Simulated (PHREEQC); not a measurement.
A PHREEQC speciation (ion-association model, phreeqc.dat) at 25 °C gives pH 10.36 and these molalities:

```csv
species,mol/kgw
NH3,0.00297
OH-,0.000234
NH4+,0.000234
```

**Question.** What are the element totals, and what could have been dissolved in 1 kg of water to give them?

**Answer.** One answer among several that fit: totals N(-3) 0.00320 mol/kgw, from 3.2 mmol/kgw NH3.

Precipitation was switched off in this run.
